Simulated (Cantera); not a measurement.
Cantera run:

```python
import numpy as np
import cantera as ct

gas_names = """
    AL ALC ALN ALO ALO2 AL2 AL2O AL2O2 C CN CO CO2 C2 CCN CNC C2N2 C2O C3 C3O2 C4 C4N2 C5 N NCO NO NO2
    NO3 N2 N2O O O2 O3
""".split()
cond_names = """
    AL(cr) AL(L) ALN(s) AL2O3(a) AL2O3(L) C(gr)
""".split()


def load(file, names, dense=False):
    # The tables refer to 1 bar. Condensed volumes are neglected.
    table = {s.name: s for s in ct.Species.list_from_file(file)}
    out = []
    for n in names:
        d = dict(table[n].input_data)
        d["thermo"] = dict(d["thermo"], **{"reference-pressure": 1e5})
        if dense:
            d["equation-of-state"] = {"model": "constant-volume", "density": "1e6 g/cm^3"}
        out.append(ct.Species.from_dict(d))
    return out


gas = ct.Solution(thermo="ideal-gas", species=load("nasa_gas.yaml", gas_names))
cond = {s.name: ct.Solution(thermo="fixed-stoichiometry", species=[s], name=s.name)
        for s in load("nasa_condensed.yaml", cond_names, dense=True)}
atoms = {
    'Al': {'AL': 1},
    'CO2': {'C': 1, 'O': 2},
    'N2': {'N': 2},
}
top_T = {'ALN(s)': 2750, 'C(gr)': 4500}  # K; cautious upper limits of use, not melting points


def equilibrate(T, P, feed):
    n = {}
    for name, mol in feed.items():
        for a, k in atoms[name].items():
            n[a] = n.get(a, 0.0) + k * mol
    gas.TPX = T, P, n
    mass = sum(n.values()) * gas.mean_molecular_weight
    gas.equilibrate("TP")
    valid = [c for c in cond.values() if c.min_temp <= T <= top_T.get(c.name, c.max_temp)]
    mix = ct.Mixture([(gas, mass / gas.mean_molecular_weight)] + [(c, 0.0) for c in valid])
    mix.T, mix.P = T, P
    mix.equilibrate("TP", solver="vcs", rtol=1e-11, max_steps=5000)
    return mix


results = []
feed = {'Al': 1, 'CO2': 0.24, 'N2': 3.9}  # mol
P = 7600  # Pa
for T in [948, 998, 1048, 1098, 1148, 1198, 1248, 1298, 1348, 1398, 1448, 1498, 1548, 1598]:
    mix = equilibrate(T, P, feed)
    results.append((T, P, feed, dict(zip(mix.species_names, mix.species_moles))))
    x = sorted(zip(gas.X, gas.species_names), reverse=True)
    print(f"T = {T:g} K  P = {P:g} Pa  gas = {mix.phase_moles(0):.4g} mol")
    print("   x: " + "  ".join(f"{s} {v:.3e}" for v, s in x if v > 0.0001))
    print("   condensed (mol): " + ("  ".join(f"{mix.phase(i).name} {mix.phase_moles(i):.4g}"
          for i in range(1, mix.n_phases) if mix.phase_moles(i) > 1e-12) or "none"))
```

Result:

```
T = 948 K  P = 7600 Pa  gas = 3.56 mol
   x: N2 1.000e+00
   condensed (mol): ALN(s) 0.68  AL2O3(a) 0.16  C(gr) 0.24
T = 998 K  P = 7600 Pa  gas = 3.56 mol
   x: N2 1.000e+00
   condensed (mol): ALN(s) 0.68  AL2O3(a) 0.16  C(gr) 0.24
T = 1048 K  P = 7600 Pa  gas = 3.56 mol
   x: N2 1.000e+00
   condensed (mol): ALN(s) 0.6801  AL2O3(a) 0.16  C(gr) 0.2399
T = 1098 K  P = 7600 Pa  gas = 3.56 mol
   x: N2 9.999e-01
   condensed (mol): ALN(s) 0.6802  AL2O3(a) 0.1599  C(gr) 0.2397
T = 1148 K  P = 7600 Pa  gas = 3.561 mol
   x: N2 9.997e-01  CO 2.793e-04
   condensed (mol): ALN(s) 0.6807  AL2O3(a) 0.1597  C(gr) 0.239
T = 1198 K  P = 7600 Pa  gas = 3.562 mol
   x: N2 9.992e-01  CO 7.678e-04
   condensed (mol): ALN(s) 0.6818  AL2O3(a) 0.1591  C(gr) 0.2373
T = 1248 K  P = 7600 Pa  gas = 3.565 mol
   x: N2 9.981e-01  CO 1.943e-03
   condensed (mol): ALN(s) 0.6846  AL2O3(a) 0.1577  C(gr) 0.2331
T = 1298 K  P = 7600 Pa  gas = 3.571 mol
   x: N2 9.954e-01  CO 4.565e-03
   condensed (mol): ALN(s) 0.6909  AL2O3(a) 0.1546  C(gr) 0.2237
T = 1348 K  P = 7600 Pa  gas = 3.584 mol
   x: N2 9.900e-01  CO 1.004e-02
   condensed (mol): ALN(s) 0.704  AL2O3(a) 0.148  C(gr) 0.204
T = 1398 K  P = 7600 Pa  gas = 3.61 mol
   x: N2 9.792e-01  CO 2.080e-02
   condensed (mol): ALN(s) 0.7301  AL2O3(a) 0.135  C(gr) 0.1649
T = 1448 K  P = 7600 Pa  gas = 3.659 mol
   x: N2 9.592e-01  CO 4.078e-02
   condensed (mol): ALN(s) 0.7795  AL2O3(a) 0.1103  C(gr) 0.09076
T = 1498 K  P = 7600 Pa  gas = 3.72 mol
   x: N2 9.355e-01  CO 6.452e-02
   condensed (mol): ALN(s) 0.84  AL2O3(a) 0.08
T = 1548 K  P = 7600 Pa  gas = 3.72 mol
   x: N2 9.355e-01  CO 6.452e-02
   condensed (mol): ALN(s) 0.84  AL2O3(a) 0.08
T = 1598 K  P = 7600 Pa  gas = 3.72 mol
   x: N2 9.355e-01  CO 6.452e-02
   condensed (mol): ALN(s) 0.84  AL2O3(a) 0.08
```

These are equilibrium values from Cantera (NASA tables, ideal gas, pure condensed phases), not measurements of a reactor. Mutual solubility and eutectic melting of coexisting phases are not modelled.
